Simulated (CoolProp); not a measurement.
Properties of CH3F (R41) along the isotherm 363 K.

Values from CoolProp's reference Helmholtz-energy equation of state, Lemmon 2006. It is a short technical equation, of lower accuracy than the large ones.

| p (kPa) | phase | speed of sound (m/s) | isothermal compressibility (1/MPa) | fugacity coefficient |
|---|---|---|---|---|
| 93.4 | gas | 332.2 | 10.75 | 0.9960 |
| 192 | gas | 331.4 | 5.252 | 0.9918 |
| 394 | gas | 329.6 | 2.582 | 0.9833 |
| 809 | gas | [?] | 1.281 | [?] |
| 1660 | gas | [?] | 0.6505 | 0.9308 |
| 3410 | gas | 304.1 | [?] | 0.8616 |
| 7000 | supercritical | 275.7 | 0.2208 | 0.7307 |
| 14400 | supercritical | [?] | 0.07044 | 0.5179 |
| 29500 | supercritical | 569.2 | 0.01054 | 0.3568 |

Problem. Complete the blanks.

Solution. 
- 809, speed of sound (m/s): 326.1
- 809, fugacity coefficient: 0.9658
- 1660, speed of sound (m/s): 318.9
- 3410, isothermal compressibility (1/MPa): 0.3485
- 14400, speed of sound (m/s): 324.7
